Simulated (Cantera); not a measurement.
What does this Cantera script print?

```python
import numpy as np
import cantera as ct

gas_names = [...]  # 135 gases of nasa_gas.yaml made of C, Cl, F, H
cond_names = """
    C(gr) C6H6(L) C7H8(L) C8H18(L),n-octa
""".split()


# ... load() reads the species with a 1 bar reference pressure and builds the phases ...
atoms = {
    'CH3Cl': {'C': 1, 'H': 3, 'CL': 1},
    'F2': {'F': 2},
    'H2': {'H': 2},
}
top_T = {'C(gr)': 4500}  # K; cautious upper limits of use, not melting points


# ... equilibrate(T, P, feed) seeds the gas with the atoms and calls Mixture.equilibrate('TP', solver="vcs", rtol=1e-11, max_steps=5000) ...
results = []
feed = {'CH3Cl': 1, 'F2': 0.9, 'H2': 0.25}  # mol
P = 20000  # Pa
for T in [2000, 2250, 2500, 2750, 3000, 3250, 3500, 3750, 4000, 4250, 4500, 4750, 5000]:
    mix = equilibrate(T, P, feed)
    results.append((T, P, feed, dict(zip(mix.species_names, mix.species_moles))))

top = {s: max(r[3][s] / sum(r[3][g] for g in gas_names) for r in results) for s in gas_names}
cols = sorted((s for s in top if top[s] > 0.001), key=lambda s: -top[s])[:9]
seen = [c for c in cond_names if any(r[3].get(c, 0) > 1e-12 for r in results)]
print("log10 of partial pressures in bar; condensed amounts in mol")
print(f"{'T/K':>10s}" + "".join(f"{s[:9]:>10s}" for s in cols + seen))
for T, P, feed, n in results:
    ng = sum(n[g] for g in gas_names)
    print(f"{T:10.4g}" + "".join(f"{np.log10(max(n[s] / ng * P / 1e5, 1e-99)):10.3f}" for s in cols)
          + "".join(f"{n.get(c, 0):10.4g}" for c in seen))
```

Output:

```
log10 of partial pressures in bar; condensed amounts in mol
       T/K        HF         H       HCL         F        CL         C        H2        C3        C2     C(gr)
      2000    -0.943    -3.615    -1.202    -6.292    -3.293   -10.517    -1.652   -10.557   -11.630    0.9994
      2250    -0.946    -2.953    -1.216    -5.245    -2.662    -8.439    -1.648    -8.187    -9.242    0.9975
      2500    -0.954    -2.421    -1.257    -4.412    -2.186    -6.779    -1.642    -6.304    -7.339    0.9916
      2750    -0.971    -1.990    -1.345    -3.733    -1.844    -5.423    -1.651    -4.773    -5.787    0.9753
      3000    -1.001    -1.655    -1.501    -3.157    -1.616    -4.295    -1.707    -3.506    -4.499    0.9226
      3250    -1.057    -1.422    -1.751    -2.648    -1.489    -3.342    -1.857    -2.441    -3.413    0.6138
      3500    -1.150    -1.273    -2.089    -2.205    -1.452    -2.684    -2.088    -2.006    -2.799         0
      3750    -1.268    -1.164    -2.434    -1.837    -1.450    -2.276    -2.331    -2.114    -2.591         0
      4000    -1.466    -1.095    -2.792    -1.582    -1.478    -1.963    -2.594    -2.345    -2.499         0
      4250    -1.744    -1.055    -3.140    -1.438    -1.513    -1.753    -2.871    -2.746    -2.550         0
      4500    -2.065    -1.036    -3.460    -1.368    -1.538    -1.642    -3.150    -3.331    -2.747         0
      4750    -2.392    -1.027    -3.746    -1.336    -1.551    -1.596    -3.415    -4.015    -3.030         0
      5000    -2.704    -1.023    -4.002    -1.321    -1.557    -1.578    -3.662    -4.699    -3.332         0
```

Cantera equilibrium calculation (NASA polynomials, part measured and part estimated; ideal gas, pure solids and liquids). The tables' values for CCl are old estimates; treat these amounts as uncertain.
